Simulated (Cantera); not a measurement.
Input (Python, Cantera) and output of one run.

```python
import numpy as np
import cantera as ct

gas_names = """
    H HO2 H2 H2O H2O2 O OH O2 O3
""".split()
cond_names = """
    H2O(s) H2O(L)
""".split()


# ... load() reads the species with a 1 bar reference pressure and builds the phases ...
atoms = {
    'H2O': {'H': 2, 'O': 1},
    'O2': {'O': 2},
}
top_T = {}  # K; cautious upper limits of use, not melting points


# ... equilibrate(T, P, feed) seeds the gas with the atoms and calls Mixture.equilibrate('TP', solver="vcs", rtol=1e-11, max_steps=5000) ...
results = []
feed = {'H2O': 1, 'O2': 0.2}  # mol
T = 1273.15  # K
P = 100000  # Pa
mix = equilibrate(T, P, feed)
results.append((T, P, feed, dict(zip(mix.species_names, mix.species_moles))))
print(gas.report(threshold=0.001))
for i in range(1, mix.n_phases):
    print(f"{mix.phase(i).name:16s} {mix.phase_moles(i):12.5e} mol")
```

Output:

```
       temperature   1273.2 K
          pressure   1e+05 Pa
           density   0.1922 kg/m^3
  mean mol. weight   20.345 kg/kmol
   phase of matter   gas

                          1 kg             1 kmol
                     ---------------   ---------------
          enthalpy       -8.0922e+06       -1.6464e+08  J
   internal energy       -8.6125e+06       -1.7523e+08  J
           entropy             12208        2.4838e+05  J/K
    Gibbs function       -2.3635e+07       -4.8086e+08  J
 heat capacity c_p            2129.5             43326  J/K
 heat capacity c_v            1720.9             35012  J/K

                      mass frac. Y      mole frac. X     chem. pot. / RT
                     ---------------   ---------------   ---------------
               H2O           0.73787           0.83332             -48.7
                O2           0.26211           0.16666           -29.057
     [   +7 minor]        1.7588e-05        2.1057e-05
```

Equilibrium computed with Cantera from the NASA thermochemical tables; the gas is ideal and each condensed phase is pure.
